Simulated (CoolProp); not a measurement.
Saturated liquid density (kg/m³) of R227EA: the reference equation beside estimates from Tc = 374.9 K, pc = 2925 kPa, ω = 0.358. Rackett uses Z = 0.29056 − 0.08775 ω.

The numbers come from the reference Helmholtz-energy equation of state, Lemmon 2016 in CoolProp.

```json
[
 {"T (K)": "279.5", "reference": "1462", "Rackett": "…", "van der Waals": "872.9", "Peng-Robinson": "1511"},
 {"T (K)": "288.1", "reference": "1429", "Rackett": "…", "van der Waals": "852.4", "Peng-Robinson": "1471"},
 {"T (K)": "296.6", "reference": "1394", "Rackett": "1459", "van der Waals": "831.1", "Peng-Robinson": "…"},
 {"T (K)": "305.1", "reference": "1358", "Rackett": "1419", "van der Waals": "808.4", "Peng-Robinson": "1382"},
 {"T (K)": "313.7", "reference": "1318", "Rackett": "…", "van der Waals": "783.9", "Peng-Robinson": "1330"},
 {"T (K)": "322.2", "reference": "1276", "Rackett": "1331", "van der Waals": "757.9", "Peng-Robinson": "1274"},
 {"T (K)": "330.7", "reference": "1231", "Rackett": "1281", "van der Waals": "729.6", "Peng-Robinson": "1212"},
 {"T (K)": "339.3", "reference": "1179", "Rackett": "1226", "van der Waals": "697.9", "Peng-Robinson": "1140"},
 {"T (K)": "347.8", "reference": "1121", "Rackett": "1165", "van der Waals": "662.6", "Peng-Robinson": "1059"},
 {"T (K)": "356.3", "reference": "…", "Rackett": "…", "van der Waals": "621.2", "Peng-Robinson": "963.0"}
]
```

Some entries are withheld; supply them.


- 279.5, Rackett: 1534
- 288.1, Rackett: 1498
- 296.6, Peng-Robinson: 1428
- 313.7, Rackett: 1376
- 356.3, reference: 1050
- 356.3, Rackett: 1091

Absolute difference from the reference over all 10 rows, mean and median: Rackett 4.3 and 4.4 %, van der Waals 40.6 and 40.6 %, Peng-Robinson 3.0 and 2.7 %.
